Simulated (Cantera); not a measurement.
Feed: 1 mol Al2O3, 0.85 mol H2, at 82.5 Torr.

Method: chemical equilibrium by Gibbs-energy minimisation in Cantera with the NASA 1993 tables (ideal gas, pure condensed phases). Candidate condensed phases: Al, Al2O3, H2O; 19 gas species. The numbers say what is thermodynamically allowed, not how fast it happens. All values below are at 1350 K.

Base state: H2 1.000 (mole fractions); condensed: Al2O3(s).

Task: What changes in the equilibrium state with this change: Al2O3 replaced by Nb2O5?

Result: 
```json
[
 {"species": "H2", "before": "1.000", "after": "0.953"},
 {"species": "H2O", "before": "3.20e-8", "after": "0.0466"},
 {"species": "Al2O3(s), mol", "before": "1.00", "after": "0"},
 {"species": "NbO2(s), mol", "before": "0", "after": "0.0792"},
 {"species": "Nb2O5(s), mol", "before": "0", "after": "0.960"}
]
```
Mutual solubility and eutectic melting of coexisting phases are not modelled. Condensed phases not in the tables: the oxides between NbO2 and Nb2O5. Further candidate phases: Nb, NbO, NbO2, Nb2O5.
